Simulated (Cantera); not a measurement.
**Moist CO burnout**

An isothermal, constant-pressure homogeneous reactor starts with CO : O2 : H2O : N2 = 0.0019 : 0.018 : 0.023 : 1 (molar parts), equivalence ratio 0.053, at 1375 K and 170000 Pa.

Detailed kinetics in Cantera: GRI-Mech 3.0 (53 species, 325 reactions).

```tsv
t (s)	x CO	x O2	x H2O	x OH	x N2O
2.00e-5	0.00182	0.0173	0.0221	4.15e-10	<1e-12
8.13e-5	0.00182	0.0173	0.0221	3.36e-9	<1e-12
0.000330	0.00182	0.0173	0.0221	5.57e-8	5.01e-12
0.00134	0.00172	0.0172	0.0220	6.61e-5	1.00e-8
0.00546	0.000145	0.0164	0.0220	7.95e-5	4.18e-7
0.0222	6.43e-6	0.0164	0.0221	2.23e-5	4.92e-7
0.0902	1.40e-7	0.0164	0.0221	8.02e-6	2.96e-7
0.366	7.38e-9	0.0164	0.0221	5.30e-6	4.00e-8
1.49	6.96e-9	0.0164	0.0221	5.21e-6	1.79e-8
6.05	6.96e-9	0.0164	0.0221	5.21e-6	1.79e-8
24.6	6.96e-9	0.0164	0.0221	5.21e-6	1.79e-8
100	6.96e-9	0.0164	0.0221	5.21e-6	1.79e-8
```
x: mole fraction; the columns are a selection and need not sum to one.

Equilibrium at this temperature and pressure: CO 6.98e-9, O2 0.0163, H2O 0.0221, OH 5.20e-6, N2O 1.79e-8 (gas phase only).
